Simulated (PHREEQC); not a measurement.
Dissolve 0.3 mol/kgw HF, 8.7e-05 mol/kgw H2SiF6, 0.14 mol/kgw HBF4 and 0.00029 mol/kgw HNO3 at 25 °C. Closed to the air; pH follows from the charge balance.

Computed with PHREEQC (ion-association model, phreeqc.dat).

- pH = 0.93
- ionic strength = 0.145 mol/kgw
- activity of water = 0.990
- total alkalinity = -861 meq/kg

```tsv
species	molality	activity	log γ
HF	0.293	0.303	0.015
H+	0.145	0.118	-0.091
BF4-	0.140	0.106	-0.119
HF2-	0.00261	0.00199	-0.119
F-	0.00234	0.00171	-0.135
NO3-	0.000290	0.000209	-0.141
BF3OH-	0.000168	0.000128	-0.119
SiF6-2	8.70e-5	2.89e-5	-0.478
BF2(OH)2-	7.54e-7	5.74e-7	-0.119
H3BO3	3.73e-8	3.85e-8	0.015
```

No solid was allowed to form. SiF6-2 is the database's only silicon fluoride. Real BF4- forms and hydrolyses slowly; the run takes it at equilibrium.
